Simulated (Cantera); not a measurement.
A perfectly stirred reactor is fed with 43.5 % NO, 56.5 % N2, at 1.10 bar; it is held at 1975 K, and followed from long to short residence time.

Computed with Cantera and GRI-Mech 3.0 (53 species, 325 reactions).

Problem. Predict: x(NO) at τ = 0.650 s; x(O2) at τ = 0.650 s; x(N2) at τ = 0.650 s; x(NO2) at τ = 0.650 s; x(O) at τ = 0.650 s; x(NO) at τ = 15.0 ms; x(O2) at τ = 15.0 ms; x(N2) at τ = 15.0 ms; x(NO2) at τ = 15.0 ms; x(O) at τ = 15.0 ms.

Solution. 
```json
{
 "x(NO) at τ = 0.650 s": "0.264",
 "x(O2) at τ = 0.650 s": "0.0848",
 "x(N2) at τ = 0.650 s": "0.650",
 "x(NO2) at τ = 0.650 s": "0.000322",
 "x(O) at τ = 0.650 s": "0.000159",
 "x(NO) at τ = 15.0 ms": "0.428",
 "x(O2) at τ = 15.0 ms": "0.00325",
 "x(N2) at τ = 15.0 ms": "0.569",
 "x(NO2) at τ = 15.0 ms": "0.000171",
 "x(O) at τ = 15.0 ms": "5.54e-5"
}
```
